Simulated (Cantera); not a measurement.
Input: 1 mol BCl3, 3.4 mol H2, held at 0.0120 bar.

Equilibrium computed with Cantera from the NASA thermochemical tables; the gas is ideal and each condensed phase is pure. Candidate condensed phases: B; 13 gas species. The tables' values for BCl, BCl2, BH2 are old estimates; treat these amounts as uncertain. Gases not in the tables: BHCl2. Kinetics and transport are ignored.

x: gas mole fraction; n: condensed amount in mol.

```
T (°C)   x H2  x HCl  x BCl3     x BCl    x BCl2       x H      x Cl  n B(s)
------  -----  -----  ------  --------  --------  --------  --------  ------
1075    0.560  0.337   0.102  0.000119  0.000428   1.58e-5   7.93e-6   0.523
1125    0.544  0.364       ?  0.000272  0.000721         ?         ?   0.567
1175    0.528  0.389  0.0818  0.000585   0.00116   6.11e-5   3.67e-5   0.606
1225    0.513  0.411  0.0727   0.00119   0.00179  0.000112   7.26e-5   0.642
1275    0.500  0.431       ?   0.00230   0.00265         ?         ?   0.672
1325    0.487  0.448  0.0559   0.00422   0.00379  0.000339  0.000247   0.695
1375    0.477  0.462  0.0482   0.00742   0.00523  0.000561  0.000426   0.708
1425    0.467  0.471  0.0408    0.0125   0.00694  0.000902  0.000707   0.709
```

Task: What belongs in the gaps?

Result: 
- 1275, x BCl3: 0.0641
- 1275, x H: 0.000199
- 1275, x Cl: 0.000137
- 1125, x BCl3: 0.0915
- 1125, x H: 3.18e-5
- 1125, x Cl: 1.76e-5
